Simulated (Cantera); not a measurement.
An isothermal, constant-pressure homogeneous reactor starts with 0.378 % CO, 0.370 % O2, 2.78 % H2O, 96.5 % N2, equivalence ratio 0.51, at 1050 K and 0.200 bar.

Computed with Cantera and GRI-Mech 3.0 (53 species, 325 reactions).

One state of this run: x CO = 1.00e-9; x O2 = 0.00182; x H2O = 0.0278; x O = 8.96e-10; x HO2 = 9.59e-11; x NO = 3.87e-8; x CO2 = 0.00379. x: mole fraction; the columns are a selection and need not sum to one.

Problem. Which value of t (s) does it belong to?
A) 0.000607
B) 0.156
C) 1.43
D) 40.0

Solution. D, 40.0
